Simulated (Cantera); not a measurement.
A perfectly stirred reactor is fed with 1.08 % CH4, 98.3 % H2, 0.649 % CO2, at 12.8 Torr; it is held at 1975 K, and followed from long to short residence time.

Cantera simulation using GRI-Mech 3.0 (53 species, 325 reactions); the numbers are that mechanism's predictions, not measurements. GRI-Mech 3.0 stops at C3 and has no aromatics, soot or wall deposition, so with more carbon than oxygen in the feed, carbon stays in small species such as C2H2 where larger ones or solid carbon would form. Radical loss at walls, strong at low pressure, is not modelled.

Task: Predict: x(CH4) at τ = 3.10 s; x(H2) at τ = 3.10 s; x(CO2) at τ = 3.10 s; x(CH4) at τ = 0.110 s; x(H2) at τ = 0.110 s; x(CO2) at τ = 0.110 s.

Result: 
```
Item                     Result
---------------------  --------
x(CH4) at τ = 3.10 s   0.000746
x(H2) at τ = 3.10 s       0.974
x(CO2) at τ = 3.10 s    1.75e-5
x(CH4) at τ = 0.110 s   0.00481
x(H2) at τ = 0.110 s      0.974
x(CO2) at τ = 0.110 s  0.000432
```
